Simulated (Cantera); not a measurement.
Feed: 1 mol borazine, 0.46 mol NH3, 1.8 mol N2, at 44.0 Pa.

These are equilibrium values from Cantera (NASA tables, ideal gas, pure condensed phases), not measurements of a reactor. Candidate condensed phases: B, BN; 15 gas species. The feed counts by its element totals alone. Mutual solubility and eutectic melting of coexisting phases are not modelled. The tables' values for BH2 are old estimates; treat these amounts as uncertain. Rates play no part.

log p: log10 of the partial pressure in bar; n: condensed amount in mol.

```csv
T (°C),log p H2,log p N2,log p H,log p B,log p BH2,log p BH,log p BN,n BN(s),n B(s)
1700,-3.58,-3.82,-4.66,___,-7.12,-8.60,-9.06,3.00,0
1725,-3.58,-3.82,-4.59,___,-6.98,-8.38,-8.82,3.00,0
1750,-3.61,-3.78,-4.53,___,-6.88,-8.19,-8.59,2.36,0.632
1775,-3.70,-3.68,-4.50,___,-6.91,-8.10,-8.39,0,2.99
1800,-3.71,-3.69,-4.43,___,-6.86,-7.97,-8.25,0,2.99
1825,-3.72,-3.69,-4.37,___,-6.81,-7.85,-8.11,0,2.99
1850,-3.73,-3.69,-4.31,___,-6.77,-7.73,-7.98,0,2.98
1875,-3.74,-3.70,-4.25,___,-6.73,-7.61,-7.85,0,2.97
1900,-3.76,-3.70,-4.19,___,-6.69,-7.50,-7.72,0,2.96
```

Q: Fill in the missing entries.

A: 
- 1700, log p B: -7.22
- 1725, log p B: -6.95
- 1750, log p B: -6.71
- 1775, log p B: -6.54
- 1800, log p B: -6.37
- 1825, log p B: -6.20
- 1850, log p B: -6.04
- 1875, log p B: -5.88
- 1900, log p B: -5.73
